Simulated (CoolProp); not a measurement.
Vapour-liquid equilibrium of benzene (1) + o-xylene (2) at 0.495 MPa; x and y are mole fractions of (1).

Values from CoolProp's multi-fluid Helmholtz-energy mixture model, Thol 2012 and Zhou 2012; pair parameters Bell 2016.

**Question.** Give the bubble temperature and the first vapour's composition at x = 0.05, 0.2, 0.35. Is there an azeotrope?

**Answer.** x = 0.05: 484.1 K, y = 0.129; x = 0.2: 467.0 K, y = 0.461; x = 0.35: 451.4 K, y = 0.681. No azeotrope shows between x = 0.05 and 0.95.

Pair parameters are fitted to limited data, so mixtures are less certain than the pure fluids. The gap from Raoult's law changes sign with composition, which may be real or a fault of the pair parameters; it wasn't checked against measurements.
